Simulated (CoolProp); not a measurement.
Aqueous potassium acetate as a coolant, at 0 °C, 1 atm.

The numbers come from the Melinder's fits for secondary coolants in CoolProp.

```
mass %  freezing point (°C)  viscosity (mPa s)  density (kg/m³)  cp (kJ/(kg K))  conductivity (W/(m K))
------  -------------------  -----------------  ---------------  --------------  ----------------------
6.3                    -2.6               2.07             1037           3.939                   0.545
11                     -5.1               2.32             1061           3.768                   0.531
15.6                   -7.9               2.61             1084           3.617                   0.516
20.3                  -11.5               2.97             1109           3.473                   0.502
24.9                  -16.1               3.44             1136           3.337                   0.489
29.5                  -22.3               4.08             1163           3.204                   0.476
34.2                  -30.4               4.98             1190           3.069                   0.463
```
